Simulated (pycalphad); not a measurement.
CALPHAD calculation (pycalphad, COST 507 light-alloy database (1999)), 1 atm. The data set is of 1999 and partly superseded. Phase fractions are per mole of atoms.

Task: Give the equilibrium state of Mg-0.2733Si-14.28Al (wt.%) at 227 °C.

Result: hcp, fraction 0.738, with <0.01 Si, 3.8 Al wt.%; ALMG_GAMMA, fraction 0.255, with no Si, 43.8 Al wt.%; MG2SI, fraction 0.007, with 36.6 Si, no Al wt.%.

Task: Give the equilibrium state of Mg-0.2733Si-14.28Al (wt.%) at 502 °C.

Result: hcp, fraction 0.617, with <0.01 Si, 7.8 Al wt.%; liquid, fraction 0.379, with 0.38 Si, 24.7 Al wt.%; MG2SI, fraction 0.003, with 36.6 Si, no Al wt.%.

Database names, with the compositions (at.%) that they take in these runs: MG2SI: Mg 67 Si 33; ALMG_GAMMA: Mg 59 Al 40. An entry "none" or "no" means that the model of the phase leaves that element out.
